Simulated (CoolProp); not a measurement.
R125 at 298.15 K and 2.37 MPa is throttled through a valve to 0.331 MPa with no heat exchange. Each further row changes one setting.

Model: reference Helmholtz-energy equation of state, Lemmon 2005, in CoolProp.

| case | temperature change (K) | final phase | final density (kg/m³) |
|---|---|---|---|
| as stated | -45.5 | two-phase, vapour fraction 0.388 | 52.7 |
| outlet pressure 0.0993 MPa | -73.5 | two-phase, vapour fraction 0.545 | 12.2 |
| outlet pressure 0.43 MPa | -38.3 | two-phase, vapour fraction 0.341 | 76.3 |
